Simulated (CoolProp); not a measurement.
Vapour-liquid equilibrium of R134a (1) + R124 (2) at 1.05 MPa; x and y are mole fractions of (1).

Model: multi-fluid Helmholtz-energy mixture model, Tillner-Roth 1994 and de Vries 1995; pair parameters Bell 2016, in CoolProp.

```tsv
x	bubble temperature, mixture model (K)	bubble temperature, Raoult's law (K)	y, mixture model	y, Raoult's law
0.05	333.7	333.9	0.077	0.082
0.2	___	330.0	0.282	0.297
0.35	___	326.5	___	0.477
0.5	322.2	323.3	___	0.629
0.65	___	320.3	___	0.760
0.8	317.1	317.6	0.849	0.872
0.95	___	315.2	0.962	0.970
```

Q: Fill in the missing entries.

A: 
- 0.2, bubble temperature, mixture model (K): 329.2
- 0.35, bubble temperature, mixture model (K): 325.5
- 0.35, y, mixture model: 0.453
- 0.5, y, mixture model: 0.600
- 0.65, bubble temperature, mixture model (K): 319.5
- 0.65, y, mixture model: 0.730
- 0.95, bubble temperature, mixture model (K): 315.0

The largest gap from Raoult's law is -1.1 K in bubble temperature, at x = 0.5. No azeotrope shows between x = 0.05 and 0.95.

Pair parameters are fitted to limited data, so mixtures are less certain than the pure fluids.
